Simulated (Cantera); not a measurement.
Nitride etching: BN + HCl + N2 + F2

A closed system holds: 1 mol BN, 1 mol HCl, 2.4 mol N2, 2.9 mol F2, equilibrated at 75.0 Torr.

These are equilibrium values from Cantera (NASA tables, ideal gas, pure condensed phases), not measurements of a reactor. Candidate condensed phases: B, BN, NH4Cl; 40 gas species. Rates play no part.

From 550 °C to 1100 °C nothing is condensed. The main B-bearing gas is BF3 throughout.

```json
[
 {"T (°C)": "550", "x N2": "0.458", "x BF3": "0.159", "x HF": "0.159", "x ClF": "0.159", "x F": "0.00805", "x F2": "0.0472", "x NF3": "0.00813", "x Cl": "1.30e-8"},
 {"T (°C)": "600", "x N2": "0.456", "x BF3": "0.158", "x HF": "0.158", "x ClF": "0.158", "x F": "0.0165", "x F2": "0.0503", "x NF3": "0.00300", "x Cl": "5.38e-8"},
 {"T (°C)": "650", "x N2": "0.454", "x BF3": "0.157", "x HF": "0.157", "x ClF": "0.157", "x F": "0.0293", "x F2": "0.0464", "x NF3": "0.00101", "x Cl": "2.04e-7"},
 {"T (°C)": "700", "x N2": "0.450", "x BF3": "0.155", "x HF": "0.155", "x ClF": "0.155", "x F": "0.0462", "x F2": "0.0384", "x NF3": "0.000317", "x Cl": "7.16e-7"},
 {"T (°C)": "750", "x N2": "0.445", "x BF3": "0.154", "x HF": "0.154", "x ClF": "0.154", "x F": "0.0655", "x F2": "0.0285", "x NF3": "9.25e-5", "x Cl": "2.37e-6"},
 {"T (°C)": "800", "x N2": "0.441", "x BF3": "0.152", "x HF": "0.152", "x ClF": "0.152", "x F": "0.0838", "x F2": "0.0189", "x NF3": "2.45e-5", "x Cl": "7.51e-6"},
 {"T (°C)": "850", "x N2": "0.438", "x BF3": "0.151", "x HF": "0.151", "x ClF": "0.151", "x F": "0.0981", "x F2": "0.0113", "x NF3": "6.00e-6", "x Cl": "2.31e-5"},
 {"T (°C)": "900", "x N2": "0.436", "x BF3": "0.150", "x HF": "0.150", "x ClF": "0.150", "x F": "0.107", "x F2": "0.00640", "x NF3": "1.41e-6", "x Cl": "6.80e-5"},
 {"T (°C)": "950", "x N2": "0.434", "x BF3": "0.150", "x HF": "0.150", "x ClF": "0.149", "x F": "0.113", "x F2": "0.00354", "x NF3": "3.40e-7", "x Cl": "0.000190"},
 {"T (°C)": "1000", "x N2": "0.433", "x BF3": "0.149", "x HF": "0.149", "x ClF": "0.148", "x F": "0.117", "x F2": "0.00198", "x NF3": "8.71e-8", "x Cl": "0.000497"},
 {"T (°C)": "1050", "x N2": "0.433", "x BF3": "0.149", "x HF": "0.149", "x ClF": "0.147", "x F": "0.119", "x F2": "0.00115", "x NF3": "2.45e-8", "x Cl": "0.00121"},
 {"T (°C)": "1100", "x N2": "0.431", "x BF3": "0.149", "x HF": "0.149", "x ClF": "0.143", "x F": "0.123", "x F2": "0.000702", "x NF3": "7.69e-9", "x Cl": "0.00270"}
]
```
x: gas mole fraction; nothing condenses.
